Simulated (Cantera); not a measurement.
An adiabatic, constant-volume homogeneous reactor starts with CH4 : H2 : O2 : N2 = 1 : 0.39 : 3.09 : 11.6 (molar parts), equivalence ratio 0.71, at 950 K and 0.493 atm. Integrator tolerance rtol = 1e-08.

Computed with Cantera and GRI-Mech 3.0 (53 species, 325 reactions). Below about 1000 K GRI-Mech 3.0 lacks low-temperature oxidation paths.

Task: What does this change do: pressure from 0.493 atm to 0.533 atm?

Result: 
```tsv
quantity	before	after
time of steepest temperature rise	65.6 ms	62.1 ms
temperature at 2.00 s	2539 K	2542 K
equilibrium temperature	2539 K	2542 K
x(CH4) at 2.00 s	<1e-12 (gas-phase equilibrium <1e-12)	<1e-12 (gas-phase equilibrium <1e-12)
x(H2) at 2.00 s	0.00377 (gas-phase equilibrium 0.00377)	0.00370 (gas-phase equilibrium 0.00370)
x(O2) at 2.00 s	0.0518 (gas-phase equilibrium 0.0518)	0.0517 (gas-phase equilibrium 0.0517)
x(CO) at 2.00 s	0.00915 (gas-phase equilibrium 0.00915)	0.00899 (gas-phase equilibrium 0.00899)
x(C2H2) at 2.00 s	<1e-12 (gas-phase equilibrium <1e-12)	<1e-12 (gas-phase equilibrium <1e-12)
```
